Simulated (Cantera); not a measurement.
Moist CO burnout

A perfectly stirred reactor is fed with CO : O2 : H2O : N2 = 0.0028 : 0.058 : 0.0064 : 1 (molar parts), equivalence ratio 0.024, at 1.20 bar; it is held at 950 K, and followed from long to short residence time.

Computed with Cantera and GRI-Mech 3.0 (53 species, 325 reactions).

```tsv
τ (s)	x CO	x O2	x H2O	x H	x NO	x NO2	x N2O
18	0.00104	0.0536	0.00600	8.28e-10	3.40e-11	2.92e-10	9.62e-8
3.3	0.00200	0.0541	0.00600	1.68e-9	3.81e-12	2.57e-11	2.95e-8
0.59	0.00250	0.0543	0.00600	1.80e-9	<1e-12	<1e-12	5.63e-9
0.10	0.00262	0.0543	0.00600	6.32e-10	<1e-12	<1e-12	4.92e-10
0.019	0.00262	0.0543	0.00600	3.36e-12	<1e-12	<1e-12	1.24e-12
0.0034	0.00262	0.0543	0.00600	<1e-12	<1e-12	<1e-12	<1e-12
0.00060	0.00262	0.0543	0.00600	<1e-12	<1e-12	<1e-12	<1e-12
```
x: mole fraction; the columns are a selection and need not sum to one.
